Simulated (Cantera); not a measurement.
## Nitride etching: Si3N4 + HCl + H2 + NF3

Charge: 1 mol Si3N4, 1 mol HCl, 5.3 mol H2, 7.9 mol NF3, equilibrated at 1500 Pa.

Equilibrium computed with Cantera from the NASA thermochemical tables; the gas is ideal and each condensed phase is pure. Candidate condensed phases: NH4Cl, Si, Si3N4; 49 gas species. The tables' values for SiF3 are old estimates; treat these amounts as uncertain. The numbers say what is thermodynamically allowed, not how fast it happens.

| T (K) | log p HF | log p N2 | log p SiF4 | log p Cl | log p Cl2 | log p F |
|---|---|---|---|---|---|---|
| 1023 | -2.08 | -2.37 | -2.67 | -5.02 | -3.50 | -6.13 |
| 1123 | -2.08 | -2.37 | -2.67 | -4.46 | -3.52 | -5.53 |
| 1223 | -2.09 | -2.38 | -2.67 | -4.00 | -3.56 | -5.04 |
| 1323 | -2.09 | -2.38 | -2.67 | -3.65 | -3.67 | -4.66 |
| 1423 | -2.09 | -2.38 | -2.68 | -3.40 | -3.87 | -4.39 |
| 1523 | -2.09 | -2.38 | -2.68 | -3.26 | -4.19 | -4.24 |
| 1623 | -2.09 | -2.38 | -2.68 | -3.20 | -4.60 | -4.16 |
| 1723 | -2.10 | -2.38 | -2.68 | -3.18 | -5.03 | -4.11 |
| 1823 | -2.10 | -2.38 | -2.68 | -3.17 | -5.44 | -4.08 |
| 1923 | -2.10 | -2.38 | -2.68 | -3.18 | -5.82 | -4.04 |
log p: log10 of the partial pressure in bar; nothing condenses.

From 1023 K to 1923 K nothing is condensed. The main Si-bearing gas is SiF4 throughout.
